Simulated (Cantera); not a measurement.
An isothermal, constant-pressure homogeneous reactor starts with NO : N₂ = 1 : 5.9 (molar parts), at 1675 K and 100000 Pa.

Computed with Cantera and GRI-Mech 3.0 (53 species, 325 reactions).

Q: Predict: x(NO) at 3.00 s; x(N₂O) at 3.00 s; x(O₂) at 3.00 s; x(N₂) at 3.00 s; x(NO₂) at 3.00 s; x(O) at 3.00 s.

A: 
```json
{
  "x(NO) at 3.00 s": "0.136 (gas-phase equilibrium 0.00168)",
  "x(N₂O) at 3.00 s": "7.22e-6 (gas-phase equilibrium 1.07e-7)",
  "x(O₂) at 3.00 s": "0.00426 (gas-phase equilibrium 0.0716)",
  "x(N₂) at 3.00 s": "0.859 (gas-phase equilibrium 0.927)",
  "x(NO₂) at 3.00 s": "7.24e-5 (gas-phase equilibrium 3.25e-6)",
  "x(O) at 3.00 s": "2.58e-6 (gas-phase equilibrium 9.20e-6)"
}
```
